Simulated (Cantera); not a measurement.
A Cantera script and its output.

```python
import numpy as np
import cantera as ct

gas = ct.Solution("gri30.yaml")
gas.TPX = 1100, 80000, {'N2O': 1, 'O2': 0.22}
inlet = ct.Reservoir(gas, clone=True)

reactor = ct.IdealGasConstPressureReactor(gas, energy="off", clone=False)
exhaust = ct.Reservoir(gas, clone=True)
tau = [10, 4.9, 2.4, 1.2, 0.57, 0.28, 0.14, 0.067, 0.033, 0.016, 0.0079][0]
for a, b in ((inlet, reactor), (reactor, exhaust)):
    ct.MassFlowController(a, b, mdot=lambda t: reactor.mass / tau)
net = ct.ReactorNet([reactor])
show = ['N2O', 'O2', 'NO', 'N2', 'O', 'NO2']

rows = []
print(f"{'tau/s':>10s}{'T/K':>9s}" + "".join(f"{s:>11s}" for s in show))
for tau in [10, 4.9, 2.4, 1.2, 0.57, 0.28, 0.14, 0.067, 0.033, 0.016, 0.0079]:
    net.initial_time = 0.0
    net.advance(30 * tau)
    before = gas.X
    net.advance(40 * tau)
    drift = np.max(np.abs(gas.X - before) / (gas.X + 1e-9))
    rows.append([gas.T, *gas[show].X, drift])
    print(f"{tau:10.3e}{gas.T:9.1f}" + "".join(f"{x:11.3e}" for x in gas[show].X))
```

Output:

```
     tau/s      T/K        N2O         O2         NO         N2          O        NO2
 1.000e+01   1100.0  4.704e-01  2.744e-01  1.469e-02  2.404e-01  2.474e-07  1.615e-04
 4.900e+00   1100.0  5.933e-01  2.410e-01  1.008e-02  1.555e-01  2.747e-07  1.096e-04
 2.400e+00   1100.0  6.873e-01  2.157e-01  6.104e-03  9.086e-02  2.931e-07  6.508e-05
 1.200e+00   1100.0  7.465e-01  1.999e-01  3.437e-03  5.018e-02  3.038e-07  3.543e-05
 5.700e-01   1100.0  7.828e-01  1.901e-01  1.749e-03  2.524e-02  3.101e-07  1.682e-05
 2.800e-01   1100.0  8.011e-01  1.853e-01  8.887e-04  1.275e-02  3.131e-07  7.552e-06
 1.400e-01   1100.0  8.102e-01  1.828e-01  4.522e-04  6.461e-03  3.145e-07  3.129e-06
 6.700e-02   1100.0  8.151e-01  1.815e-01  2.186e-04  3.114e-03  3.152e-07  1.077e-06
 3.300e-02   1100.0  8.174e-01  1.809e-01  1.083e-04  1.539e-03  3.155e-07  3.396e-07
 1.600e-02   1100.0  8.186e-01  1.806e-01  5.264e-05  7.471e-04  3.155e-07  9.378e-08
 7.900e-03   1100.0  8.191e-01  1.805e-01  2.601e-05  3.690e-04  3.153e-07  2.490e-08
```

Computed with Cantera and GRI-Mech 3.0 (53 species, 325 reactions). GRI-Mech 3.0 was tuned for natural gas; its chemistry of N2O as a main component is partial and can be far from experiment. The mechanism lacks the step 2 NO + O2 → 2 NO2, which can matter for NO2 below about 1400 K. The temperature is held fixed by assumption; the heat of reaction is taken as removed at once.
